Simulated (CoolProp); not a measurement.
The fluid at 385.67 K and 0.819 MPa flows at 0.64 m/s in a round tube of 25 mm bore and 1.5 µm roughness, fully developed (64/Re and Nu = 3.66 if laminar; Colebrook and Gnielinski if turbulent). The same conditions are run with several fluids, on thermodynamics alone (safety and materials aside).

Values from CoolProp's reference Helmholtz-energy equation of state of each fluid (c-C4F8 (RC318): Platzer 1990; R407C: Lemmon 2003; R410A: Lemmon 2003; R125: Lemmon 2005; C2F6 (R116): Lemmon 2006). The equations of Platzer and Polt are older, rougher fits. Blends and air are pseudo-pure fits.

```
fluid           Reynolds number  Darcy friction factor  pressure drop (Pa/m)  heat-transfer coefficient (W/(m² K))  mass flow (kg/h)
--------------  ---------------  ---------------------  --------------------  ------------------------------------  ----------------
c-C4F8 (RC318)            60000                 0.0203                  9.53                                   ___               ___
R407C                     23100                 0.0251                  4.78                                   ___              26.3
R410A                     18300                 0.0266                  4.21                                  42.2              21.9
R125                      30800                 0.0235                  6.22                                  63.3              36.5
C2F6 (R116)               31600                 0.0234                  6.98                                  67.5              41.2
```

Question: Some entries are withheld; supply them.

Answer: 
- c-C4F8 (RC318), heat-transfer coefficient (W/(m² K)): 96.6
- c-C4F8 (RC318), mass flow (kg/h): 64.8
- R407C, heat-transfer coefficient (W/(m² K)): 50.2

Transport values come from each fluid's own correlations; those of c-C4F8 (RC318), C2F6 (R116) are estimates that may be off by 10 % or more.
